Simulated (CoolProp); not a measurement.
Vapour-liquid equilibrium of R113 (1) + n-heptane (2) at 251.9 K; x and y are mole fractions of (1).

Model: multi-fluid Helmholtz-energy mixture model, Marx 1992 and Span 2003; pair parameters Bell 2016, in CoolProp.

| x | bubble pressure (MPa) | y at the bubble point | dew pressure at overall composition x (MPa) | liquid density (mol/L) |
|---|---|---|---|---|
| 0.05 | 0.0006986 | ___ | 0.0003771 | 7.238 |
| 0.2 | 0.001624 | 0.821 | 0.0004436 | 7.461 |
| 0.35 | 0.002393 | ___ | 0.0005384 | 7.697 |
| 0.5 | 0.003024 | 0.934 | 0.0006847 | 7.947 |
| 0.65 | ___ | 0.956 | 0.0009397 | 8.213 |
| 0.8 | 0.004081 | ___ | 0.001493 | ___ |
| 0.95 | 0.004630 | 0.993 | 0.003402 | 8.808 |

**Question.** Fill in the missing entries.

**Answer.** 
- 0.05, y at the bubble point: 0.511
- 0.35, y at the bubble point: 0.898
- 0.65, bubble pressure (MPa): 0.003566
- 0.8, y at the bubble point: 0.975
- 0.8, liquid density (mol/L): 8.499

No azeotrope shows between x = 0.05 and 0.95.

Pair parameters are fitted to limited data, so mixtures are less certain than the pure fluids.
